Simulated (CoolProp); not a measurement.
Saturation properties of c-C4F8 (RC318) (Tc = 115.2 °C, pc = 27.78 bar, ω = 0.355).

Values from CoolProp's reference Helmholtz-energy equation of state, Platzer 1990. This equation is an older, rougher fit; its heat capacities, sound speeds and derivatives of the liquid may be far off and weren't checked against measurements.

| T (°C) | p (bar) | liquid density (kg/m³) | liquid viscosity (µPa s) |
|---|---|---|---|
| -27.35 | 0.3808 | 1689 | 835 |
| -23.75 | 0.4555 | 1677 | 783 |
| -20.25 | 0.5389 | 1665 | 737 |
| -16.65 | 0.6370 | 1652 | 693 |
| -13.15 | 0.7455 | 1640 | 654 |
| -9.55 | 0.8717 | 1628 | 616 |
| -6.05 | 1.010 | 1615 | 582 |
| -2.45 | 1.170 | 1603 | 550 |
| 1.05 | 1.343 | 1590 | 520 |
| 4.65 | 1.542 | 1577 | 492 |
| 8.15 | 1.756 | 1564 | 466 |
| 11.75 | 2.000 | 1550 | 441 |
| 15.25 | 2.260 | 1537 | 419 |
| 18.85 | 2.555 | 1523 | 397 |

It boils at -6.0 °C under 1 atm.

Viscosity comes from a separate model (Huber 2003), an estimate that may be off by 10 % or more.
